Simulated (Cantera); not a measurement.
Input: 1 mol (CH3)2SiCl2, 2.7 mol HCl, 46 mol H2, held at 1827 °C and 0.00600 bar.

These are equilibrium values from Cantera (NASA tables, ideal gas, pure condensed phases), not measurements of a reactor. Candidate condensed phases: C, C6H6, C7H8, C8H18, Si, SiC; 109 gas species. The feed counts by its element totals alone. The tables' values for SiCl are old estimates; treat these amounts as uncertain. Gases not in the tables: Si2H6 and higher silanes. Equilibrium is a limit: real reactors are often held back by kinetics, nucleation or transport.

Q: What is the equilibrium state?

A: 
| Property | Value |
|---|---|
| x(H2) | 0.873 |
| x(HCl) | 0.0818 |
| x(H) | 0.0376 |
| x(Cl) | 0.00259 |
| x(Si) | 0.00173 |
| x(SiCl2) | 0.00128 |
| x(C2H2 (acetylene)) | 0.00126 |
| x(SiCl) | 0.000221 |
| x(SiC2) | 0.000112 |
| n(C(graphite)) | 1.04 mol |
| n(SiC(s)) | 0.807 mol |
| gas amount | 53.89 mol |
| log10 activity of Si(l) (absent) | -1.11 |
